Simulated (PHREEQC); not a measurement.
A made-up water analysis in mmol/kgw, 25 °C, pH 3.91, pe 8.8: Na 0.753; K 1.44; Ca 1.68; Mg 0.244; Cl 1.78; S(6) 2.26; Li 0.000663.

Cl is adjusted to close the charge balance.
Valence states are taken as typed.

The numbers come from PHREEQC with the ion-association model, wateq4f.dat.

No solid was allowed to form.

**Question.** Estimate the ionic strength.

**Answer.** ionic strength 0.00912 mol/kgw.

**Question.** In which forms is Ca present?

**Answer.** Ca+2 85 %, CaSO4 15 % of the Ca.

Complexes and solids missing from the database can't appear.
